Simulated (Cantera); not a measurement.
Charge: 1 mol SiC, 0.011 mol O2, 57 mol H2, 0.047 mol N2O, at 1425 °C and 4.40e-6 bar.

Cantera equilibrium calculation (NASA polynomials, part measured and part estimated; ideal gas, pure solids and liquids). The numbers say what is thermodynamically allowed, not how fast it happens.

| species | before | after |
|---|---|---|
| H2 | 0.929 | 0.994 |
| H | 0.0665 | 0.00395 |
| N2 | 0.000745 | 0.000817 |
| Si | 0.00219 | 0.000104 |
| SiO | 4.72e-6 | 0.000550 |
| SiC2 | 1.70e-5 | 3.90e-9 |
| C2H2 (acetylene) | 6.70e-5 | 3.47e-7 |
| Si2C | 1.31e-5 | 6.19e-7 |
| HCN | 9.53e-5 | 7.19e-6 |
| CO | 0.00116 | 0.000655 |
| C(graphite), mol | 0.0478 | 0 |
| SiC(s), mol | 0.867 | 0.962 |
Gas species are given as mole fractions.

Task: Which change was made?
(A) temperature from 1425 °C to 875 °C
(B) temperature from 1425 °C to 752 °C
(C) temperature from 1425 °C to 1302 °C
(D) pressure from 4.40e-6 bar to 0.00133 bar

Result: D, pressure from 4.40e-6 bar to 0.00133 bar
